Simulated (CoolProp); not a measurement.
A closed Brayton cycle with nitrogen: compressor inlet 308.15 K and 2.2 MPa, high pressure 5.61 MPa, turbine inlet 810 K, compressor efficiency 0.85, turbine efficiency 0.93, recuperator effectiveness 0.9 (on enthalpy, no pinch check). Each further row changes one setting.

Values from CoolProp's reference Helmholtz-energy equation of state, Span 2000.

```tsv
case	thermal efficiency (%)	net work (kJ/kg)	compressor to turbine work	compressor exit (K)	turbine exit (K)
as stated	33.3	71.3	0.62	420.0	642.0
turbine inlet 760 K	___	___	0.66	420.0	600.9
compressor inlet 318.15 K	31.7	67.4	___	___	642.0
high pressure 4.77 MPa	___	64.6	0.59	___	668.6
recuperator effectiveness 0.5	23.1	71.3	0.62	420.0	642.0
```

Task: Some entries are withheld; supply them.

Result: 
- turbine inlet 760 K, thermal efficiency (%): 30.1
- turbine inlet 760 K, net work (kJ/kg): 59.6
- compressor inlet 318.15 K, compressor to turbine work: 0.64
- compressor inlet 318.15 K, compressor exit (K): 433.5
- high pressure 4.77 MPa, thermal efficiency (%): 34.0
- high pressure 4.77 MPa, compressor exit (K): 398.5
